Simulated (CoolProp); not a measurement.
Vapour-liquid equilibrium of propylene (1) + 1-butene (2) at 0.0908 MPa; x and y are mole fractions of (1).

The numbers come from the multi-fluid Helmholtz-energy mixture model, Lemmon 2013 and Lemmon 2005; pair parameters Bell 2016 in CoolProp.

| x | bubble temperature, mixture model (°C) | bubble temperature, Raoult's law (°C) | y, mixture model | y, Raoult's law |
|---|---|---|---|---|
| 0.05 | -13.4 | -13.6 | 0.198 | 0.209 |
| 0.125 | -19.1 | -19.4 | 0.414 | 0.430 |
| 0.2 | -23.9 | -24.2 | 0.565 | 0.580 |
| 0.275 | -28.0 | -28.2 | 0.672 | 0.685 |
| 0.35 | … | -31.8 | 0.751 | 0.762 |
| 0.425 | -34.6 | -34.8 | … | 0.819 |
| 0.5 | -37.3 | -37.5 | … | 0.863 |
| 0.575 | -39.8 | -40.0 | 0.892 | 0.898 |
| 0.65 | -42.0 | -42.1 | 0.920 | 0.925 |
| 0.725 | -44.0 | -44.1 | 0.944 | 0.947 |
| 0.8 | -45.8 | -45.9 | 0.963 | 0.965 |
| 0.875 | -47.5 | -47.5 | 0.979 | 0.980 |
| 0.95 | -49.0 | -49.1 | 0.992 | 0.993 |

### Question
Complete the blanks.

### Answer

- 0.35, bubble temperature, mixture model (°C): -31.5
- 0.425, y, mixture model: 0.810
- 0.5, y, mixture model: 0.856

The largest gap from Raoult's law is +0.3 K in bubble temperature, at x = 0.2. No azeotrope shows between x = 0.05 and 0.95.

Pair parameters are fitted to limited data, so mixtures are less certain than the pure fluids.
